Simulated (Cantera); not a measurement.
A perfectly stirred reactor is fed with CH₄ : H₂ : H = 0.022 : 1 : 0.0036 (molar parts), at 0.0257 atm; it is held at 1823 K, and followed from long to short residence time.

Computed with Cantera and GRI-Mech 3.0 (53 species, 325 reactions). GRI-Mech 3.0 stops at C3 and has no aromatics, soot or wall deposition, so with more carbon than oxygen in the feed, carbon stays in small species such as C2H2 where larger ones or solid carbon would form. Radical loss at walls, strong at low pressure, is not modelled.

**Question.** What does this change do: H2 1 to 0.14 parts?

**Answer.** 
```csv
quantity,before,after
x(CH₄) at τ = 2.50 s,0.00358,0.00906
x(H₂) at τ = 2.50 s,0.985,0.933
x(H) at τ = 2.50 s,0.00254,0.00240
x(C₂H₂) at τ = 2.50 s,0.00866,0.0549
x(C₂H₆) at τ = 2.50 s,7.92e-8,5.17e-7
x(CH₄) at τ = 22.0 ms,0.0176,0.0700
x(H₂) at τ = 22.0 ms,0.978,0.897
x(H) at τ = 22.0 ms,0.00229,0.00233
x(C₂H₂) at τ = 22.0 ms,0.00144,0.0258
x(C₂H₆) at τ = 22.0 ms,1.69e-6,3.05e-5
```
